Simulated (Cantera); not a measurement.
## Equilibrium for carbon deposition, reforming and gasification: n-butane + H2 + N2

Charge: 1 mol n-butane, 9.3 mol H2, 17 mol N2, at 0.0100 bar.

Equilibrium computed with Cantera from the NASA thermochemical tables; the gas is ideal and each condensed phase is pure. Candidate condensed phases: C, C6H6, C7H8, C8H18; 110 gas species. Ions and electrons are included (thermal ionisation). Equilibrium is a limit: real reactors are often held back by kinetics, nucleation or transport.

```tsv
T (°C)	log p H	log p N2	log p H2	log p N	log p C	log p HCN	log p CN	log p C3	n C(graphite)
1727	-3.96	-2.27	-2.35	-10.18	-10.52	-4.14	-7.38	-10.56	3.74
1977	-3.32	-2.28	-2.39	-8.79	-8.44	-3.79	-6.13	-8.19	3.34
2227	-2.84	-2.31	-2.48	-7.69	-6.78	-3.55	-5.14	-6.30	2.64
2477	-2.51	-2.36	-2.69	-6.80	-5.42	-3.43	-4.35	-4.77	1.51
2727	-2.33	-2.42	-3.06	-6.07	-4.45	-3.59	-3.85	-3.97	0
2977	-2.26	-2.45	-3.53	-5.43	-3.86	-4.04	-3.66	-4.01	0
3227	-2.24	-2.47	-4.02	-4.89	-3.48	-4.57	-3.60	-4.38	0
3477	-2.24	-2.47	-4.48	-4.41	-3.28	-5.18	-3.69	-5.12	0
3727	-2.24	-2.48	-4.88	-3.99	-3.19	-5.81	-3.85	-6.04	0
3977	-2.24	-2.49	-5.25	-3.62	-3.16	-6.41	-4.03	-6.96	0
4227	-2.25	-2.51	-5.58	-3.30	-3.14	-6.96	-4.21	-7.83	0
4477	-2.26	-2.56	-5.88	-3.03	-3.14	-7.49	-4.40	-8.64	0
4727	-2.27	-2.63	-6.17	-2.79	-3.15	-8.00	-4.60	-9.40	0
```
log p: log10 of the partial pressure in bar; n: condensed amount in mol.

From 1727 °C to 2477 °C the condensed part is C(graphite). From 2727 °C to 4727 °C nothing is condensed. The main C-bearing gas is HCN at 1727 °C and C at 4727 °C.
